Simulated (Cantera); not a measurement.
Mixture: CH4 : O2 : N2 = 1 : 1.54 : 5.78 (molar parts), equivalence ratio 1.3, at 4.93 atm, adiabatic and at constant pressure. Ignition delay is the time to a rise of 400 K.

Computed with Cantera and GRI-Mech 3.0 (53 species, 325 reactions).

### Question
Predict: delay at 1225 K; delay at 1375 K; delay at 1525 K; delay at 1675 K; delay at 1825 K; apparent activation energy between 1750 and 1900 K.

### Answer
delay at 1225 K: 8.33 ms
delay at 1375 K: 1.41 ms
delay at 1525 K: 0.294 ms
delay at 1675 K: 75.5 µs
delay at 1825 K: 24.6 µs
apparent activation energy between 1750 and 1900 K: 180 kJ/mol
